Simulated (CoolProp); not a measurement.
A simple Rankine cycle with chlorine: condensing at 306.15 K, boiler at 2.5 MPa, turbine inlet 351.1 K, turbine efficiency 0.85, pump efficiency 0.8, no recuperator. Each further row changes one setting.

Values from CoolProp's reference Helmholtz-energy equation of state, Thol 2021.

| case | thermal efficiency (%) | net work (kJ/kg) | heat in (kJ/kg) | turbine exit temperature (K) | volume ratio over the turbine |
|---|---|---|---|---|---|
| as stated | ___ | 23.1 | 245 | 306.2 | 2.38 |
| turbine inlet 371.1 K | ___ | ___ | 261 | 306.2 | ___ |
| condensing temperature 298.15 K | 11.1 | ___ | 253 | 298.1 | 2.88 |
| boiler pressure 1.75 MPa | 6.3 | 16.1 | 257 | 306.2 | 1.63 |
| turbine efficiency 0.75 | ___ | 20.2 | 245 | 306.2 | 2.41 |

### Question
Some entries are withheld; supply them.

### Answer

- as stated, thermal efficiency (%): 9.4
- turbine inlet 371.1 K, thermal efficiency (%): 9.6
- turbine inlet 371.1 K, net work (kJ/kg): 25.1
- turbine inlet 371.1 K, volume ratio over the turbine: 2.24
- condensing temperature 298.15 K, net work (kJ/kg): 28.0
- turbine efficiency 0.75, thermal efficiency (%): 8.2

The expansion ends wet for: as stated; turbine inlet 371.1 K; condensing temperature 298.15 K; boiler pressure 1.75 MPa; turbine efficiency 0.75.
